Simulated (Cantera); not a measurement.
An isothermal, constant-pressure homogeneous reactor starts with CO : O₂ : H₂O : N₂ = 0.0057 : 0.0084 : 0.0001 : 1 (molar parts), at 1400 K and 150 Torr. Integrator tolerance rtol = 1e-08.

Model: GRI-Mech 3.0 (53 species, 325 reactions), integrated in Cantera.

**Question.** What does this change do: O2 0.0084 to 0.0043 parts?

**Answer.** 
```
quantity                                            before                                     after
----------------  ----------------------------------------  ----------------------------------------
x(CO) at 10.0 s    1.43e-6 (gas-phase equilibrium 1.69e-7)   1.38e-5 (gas-phase equilibrium 3.33e-7)
x(O₂) at 10.0 s    0.00548 (gas-phase equilibrium 0.00542)   0.00144 (gas-phase equilibrium 0.00141)
x(H₂O) at 10.0 s   9.81e-5 (gas-phase equilibrium 9.86e-5)   9.79e-5 (gas-phase equilibrium 9.91e-5)
x(NO₂) at 10.0 s   8.31e-9 (gas-phase equilibrium 6.97e-8)   7.96e-9 (gas-phase equilibrium 1.81e-8)
x(NO) at 10.0 s   6.68e-6 (gas-phase equilibrium 0.000131)   8.38e-6 (gas-phase equilibrium 6.69e-5)
x(H) at 10.0 s    7.47e-9 (gas-phase equilibrium 4.04e-10)  1.28e-7 (gas-phase equilibrium 5.68e-10)
x(H₂) at 10.0 s    9.63e-9 (gas-phase equilibrium 1.36e-9)   9.99e-8 (gas-phase equilibrium 2.69e-9)
```
